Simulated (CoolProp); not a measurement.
Vapour-liquid equilibrium of n-decane (1) + n-dodecane (2) at 531.9 K; x and y are mole fractions of (1).

The numbers come from the multi-fluid Helmholtz-energy mixture model, Lemmon 2006 and Lemmon 2004; pair parameters Bell 2016 in CoolProp.

```json
[
 {"x": "0.05", "bubble pressure, mixture model (MPa)": "(withheld)", "bubble pressure, Raoult's law (MPa)": "0.2694", "y, mixture model": "0.093", "y, Raoult's law": "0.109"},
 {"x": "0.15", "bubble pressure, mixture model (MPa)": "(withheld)", "bubble pressure, Raoult's law (MPa)": "0.3028", "y, mixture model": "(withheld)", "y, Raoult's law": "0.291"},
 {"x": "0.25", "bubble pressure, mixture model (MPa)": "0.3284", "bubble pressure, Raoult's law (MPa)": "0.3362", "y, mixture model": "0.398", "y, Raoult's law": "0.436"},
 {"x": "0.35", "bubble pressure, mixture model (MPa)": "(withheld)", "bubble pressure, Raoult's law (MPa)": "0.3696", "y, mixture model": "0.516", "y, Raoult's law": "0.556"},
 {"x": "0.45", "bubble pressure, mixture model (MPa)": "0.3938", "bubble pressure, Raoult's law (MPa)": "0.4030", "y, mixture model": "0.618", "y, Raoult's law": "0.655"},
 {"x": "0.55", "bubble pressure, mixture model (MPa)": "0.4276", "bubble pressure, Raoult's law (MPa)": "0.4364", "y, mixture model": "0.707", "y, Raoult's law": "0.739"},
 {"x": "0.65", "bubble pressure, mixture model (MPa)": "0.4620", "bubble pressure, Raoult's law (MPa)": "0.4699", "y, mixture model": "0.784", "y, Raoult's law": "0.812"},
 {"x": "0.75", "bubble pressure, mixture model (MPa)": "0.4968", "bubble pressure, Raoult's law (MPa)": "0.5033", "y, mixture model": "0.854", "y, Raoult's law": "0.874"},
 {"x": "0.85", "bubble pressure, mixture model (MPa)": "(withheld)", "bubble pressure, Raoult's law (MPa)": "0.5367", "y, mixture model": "0.916", "y, Raoult's law": "0.929"},
 {"x": "0.95", "bubble pressure, mixture model (MPa)": "(withheld)", "bubble pressure, Raoult's law (MPa)": "0.5701", "y, mixture model": "(withheld)", "y, Raoult's law": "0.978"}
]
```

Q: What belongs in the gaps?

A: 
- 0.05, bubble pressure, mixture model (MPa): 0.2671
- 0.15, bubble pressure, mixture model (MPa): 0.2971
- 0.15, y, mixture model: 0.258
- 0.35, bubble pressure, mixture model (MPa): 0.3607
- 0.85, bubble pressure, mixture model (MPa): 0.5323
- 0.95, bubble pressure, mixture model (MPa): 0.5684
- 0.95, y, mixture model: 0.973

The largest gap from Raoult's law is -2.4 % in bubble pressure, at x = 0.35. No azeotrope shows between x = 0.05 and 0.95.

Pair parameters are fitted to limited data, so mixtures are less certain than the pure fluids.
